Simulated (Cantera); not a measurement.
Feed: 1 mol C₃H₆, 0.61 mol H₂O, 2.7 mol N₂, equilibrated at 598 K and 13300 Pa.

These are equilibrium values from Cantera (NASA tables, ideal gas, pure condensed phases), not measurements of a reactor. Candidate condensed phases: C, C₆H₆, C₇H₈, C₈H₁₈, H₂O; 136 gas species. Rates play no part.

Base state: N₂ 0.524, CH₄ 0.232, H₂ 0.132, H₂O 0.106, CO₂ 0.00626, CO 0.000269, NH₃ 0.000199 (mole fractions); condensed: C(graphite).

Question: What changes in the equilibrium state with this change: C₃H₆ replaced by C₂H₆?

Answer: 
```
species             before     after
----------------  --------  --------
N₂                   0.524     0.524
CH₄                  0.232     0.232
H₂                   0.132     0.132
NH₃               0.000199  0.000199
H₂O                  0.106     0.106
CO                0.000269  0.000269
CO₂                0.00626   0.00626
C(graphite), mol      1.77     0.774
```

Question: What changes in the equilibrium state with this change: C₃H₆ replaced by CH₄?

Answer: 
| species | before | after |
|---|---|---|
| N₂ | 0.524 | 0.591 |
| CH₄ | 0.232 | 0.172 |
| H₂ | 0.132 | 0.114 |
| H₂O | 0.106 | 0.114 |
| CO₂ | 0.00626 | 0.00975 |
| CO | 0.000269 | 0.000336 |
| NH₃ | 0.000199 | 0.000169 |
| C(graphite), mol | 1.77 | 0.169 |

Question: What changes in the equilibrium state with this change: 1.4 mol H₂ added?

Answer: 
| species | before | after |
|---|---|---|
| N₂ | 0.524 | 0.453 |
| CH₄ | 0.232 | 0.298 |
| H₂ | 0.132 | 0.150 |
| H₂O | 0.106 | 0.0944 |
| CO₂ | 0.00626 | 0.00388 |
| CO | 0.000269 | 0.000212 |
| NH₃ | 0.000199 | 0.000224 |
| C(graphite), mol | 1.77 | 1.20 |
